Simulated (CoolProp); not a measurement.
Saturation properties of sulfur dioxide (Tc = 430.6 K, pc = 7.887 MPa, ω = 0.256).

Model: reference Helmholtz-energy equation of state, Gao 2016, in CoolProp.

```json
[
 {"T (K)": "267.6", "p (MPa)": "0.1232", "vapour density (kg/m³)": "3.664", "enthalpy of vaporisation (kJ/kg)": "385.6", "liquid cp (kJ/(kg K))": "1.363", "surface tension (mN/m)": "27.6"},
 {"T (K)": "272.1", "p (MPa)": "0.1489", "vapour density (kg/m³)": "4.375", "enthalpy of vaporisation (kJ/kg)": "381.5", "liquid cp (kJ/(kg K))": "1.366", "surface tension (mN/m)": "___"},
 {"T (K)": "276.6", "p (MPa)": "0.1787", "vapour density (kg/m³)": "5.190", "enthalpy of vaporisation (kJ/kg)": "377.4", "liquid cp (kJ/(kg K))": "1.369", "surface tension (mN/m)": "25.9"},
 {"T (K)": "281.2", "p (MPa)": "0.2138", "vapour density (kg/m³)": "6.142", "enthalpy of vaporisation (kJ/kg)": "373.0", "liquid cp (kJ/(kg K))": "1.373", "surface tension (mN/m)": "25.0"},
 {"T (K)": "285.7", "p (MPa)": "0.2532", "vapour density (kg/m³)": "7.201", "enthalpy of vaporisation (kJ/kg)": "368.7", "liquid cp (kJ/(kg K))": "1.377", "surface tension (mN/m)": "24.1"},
 {"T (K)": "290.3", "p (MPa)": "0.2991", "vapour density (kg/m³)": "8.426", "enthalpy of vaporisation (kJ/kg)": "364.3", "liquid cp (kJ/(kg K))": "1.382", "surface tension (mN/m)": "23.2"},
 {"T (K)": "294.8", "p (MPa)": "0.3501", "vapour density (kg/m³)": "9.776", "enthalpy of vaporisation (kJ/kg)": "359.8", "liquid cp (kJ/(kg K))": "1.388", "surface tension (mN/m)": "22.3"},
 {"T (K)": "299.3", "p (MPa)": "0.4075", "vapour density (kg/m³)": "11.29", "enthalpy of vaporisation (kJ/kg)": "___", "liquid cp (kJ/(kg K))": "1.394", "surface tension (mN/m)": "21.4"},
 {"T (K)": "303.9", "p (MPa)": "0.4733", "vapour density (kg/m³)": "13.02", "enthalpy of vaporisation (kJ/kg)": "350.4", "liquid cp (kJ/(kg K))": "1.402", "surface tension (mN/m)": "20.5"},
 {"T (K)": "308.4", "p (MPa)": "0.5454", "vapour density (kg/m³)": "14.91", "enthalpy of vaporisation (kJ/kg)": "345.6", "liquid cp (kJ/(kg K))": "1.410", "surface tension (mN/m)": "___"},
 {"T (K)": "312.9", "p (MPa)": "0.6256", "vapour density (kg/m³)": "17.01", "enthalpy of vaporisation (kJ/kg)": "340.7", "liquid cp (kJ/(kg K))": "1.418", "surface tension (mN/m)": "18.8"},
 {"T (K)": "317.5", "p (MPa)": "___", "vapour density (kg/m³)": "19.39", "enthalpy of vaporisation (kJ/kg)": "335.5", "liquid cp (kJ/(kg K))": "1.428", "surface tension (mN/m)": "17.9"},
 {"T (K)": "322", "p (MPa)": "0.8148", "vapour density (kg/m³)": "21.96", "enthalpy of vaporisation (kJ/kg)": "330.3", "liquid cp (kJ/(kg K))": "1.439", "surface tension (mN/m)": "17.1"},
 {"T (K)": "326.6", "p (MPa)": "___", "vapour density (kg/m³)": "___", "enthalpy of vaporisation (kJ/kg)": "324.8", "liquid cp (kJ/(kg K))": "1.452", "surface tension (mN/m)": "16.2"},
 {"T (K)": "331.1", "p (MPa)": "1.044", "vapour density (kg/m³)": "28.01", "enthalpy of vaporisation (kJ/kg)": "319.3", "liquid cp (kJ/(kg K))": "1.465", "surface tension (mN/m)": "15.3"}
]
```

**Question.** Complete the blanks.

**Answer.** 
- 272.1, surface tension (mN/m): 26.7
- 299.3, enthalpy of vaporisation (kJ/kg): 355.2
- 308.4, surface tension (mN/m): 19.7
- 317.5, p (MPa): 0.7165
- 326.6, p (MPa): 0.9254
- 326.6, vapour density (kg/m³): 24.87

It boils at 263.1 K under 1 atm.

Surface tension comes from a separate correlation (Mulero 2012).
